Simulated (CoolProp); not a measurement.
A single-stage vapour-compression cycle with R236EA: evaporating at 319.15 K (dew point), condensing at 370.15 K (bubble point), superheat 8 K, subcooling 0 K, compressor efficiency 0.9, no pressure losses. Each further row changes one setting.

Computed with CoolProp (reference Helmholtz-energy equation of state, Rui 2013).

```
case                              cooling COP  pressure ratio  discharge temperature (K)  refrigerating effect (kJ/kg)  volumetric capacity (kJ/m³)
--------------------------------  -----------  --------------  -------------------------  ----------------------------  ---------------------------
as stated                                3.69            3.64                      370.2                          81.1                         2050
evaporating temperature 324.15 K         4.33            3.15                      370.2                          84.8                         2470
condensing temperature 365.15 K          4.36            3.26                      365.1                          88.5                         2240
subcooling 5 K                           4.03            3.64                      370.2                          88.6                         2240
superheat 18 K                           3.90            3.64                      377.1                          90.8                         2200
compressor efficiency 0.8                3.28            3.64                      370.6                          81.1                         2050
```

The compression ends wet for: as stated; evaporating temperature 324.15 K; condensing temperature 365.15 K; subcooling 5 K.
